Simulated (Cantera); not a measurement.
A perfectly stirred reactor is fed with 2.12 % CH₄, 0.891 % C₂H₆, 0.552 % C₃H₈, 20.2 % O₂, 76.2 % N₂, equivalence ratio 0.50, at 3.00 bar; it is adiabatic with a 525 K inlet, and is followed from long to short residence time, starting on the burning branch (τ in s: 0.29, 0.1, 0.038, 0.014, 0.005, 0.0018, 0.00067, 0.00024, 8.8e-05, 3.2e-05, 1.2e-05).

Detailed kinetics in Cantera: GRI-Mech 3.0 (53 species, 325 reactions). GRI-Mech 3.0 was tuned for natural gas; its chemistry of propane as a main component is partial and can be far from experiment.

x: mole fraction; the columns are a selection and need not sum to one.

```
τ (s)    T (K)     x CH₄   x C₂H₆   x C₃H₈   x CO₂       x H    x HO₂     x C₂H
-------  -----  --------  -------  -------  ------  --------  -------  --------
0.29      1675   2.14e-6        …  1.19e-7  0.0550   6.64e-7  9.40e-7  1.21e-10
0.10      1674   4.38e-6        …  2.72e-7  0.0549   1.66e-6  1.64e-6  2.65e-10
0.038     1671   8.25e-6        …  5.53e-7  0.0547   4.02e-6  2.93e-6  5.08e-10
0.014     1667   1.58e-5        …  1.11e-6  0.0543   1.02e-5  5.49e-6  9.28e-10
0.0050    1659   3.14e-5        …  2.25e-6  0.0535   2.64e-5  1.05e-5   1.59e-9
0.0018    1643   6.43e-5        …  4.53e-6  0.0520   6.50e-5  2.01e-5   2.42e-9
0.00067   1612  0.000141        …  9.57e-6  0.0487  0.000142  3.82e-5   3.19e-9
0.00024    525    0.0212  0.00891  0.00552  <1e-12    <1e-12   <1e-12    <1e-12
8.8e-5     525    0.0212  0.00891  0.00552  <1e-12    <1e-12   <1e-12    <1e-12
3.2e-5     525    0.0212  0.00891  0.00552  <1e-12    <1e-12   <1e-12    <1e-12
1.2e-5     525    0.0212  0.00891  0.00552  <1e-12    <1e-12   <1e-12    <1e-12
```

Fill in the missing entries.


- 0.29, x C₂H₆: 2.00e-7
- 0.10, x C₂H₆: 4.37e-7
- 0.038, x C₂H₆: 8.62e-7
- 0.014, x C₂H₆: 1.71e-6
- 0.0050, x C₂H₆: 3.43e-6
- 0.0018, x C₂H₆: 6.99e-6
- 0.00067, x C₂H₆: 1.51e-5
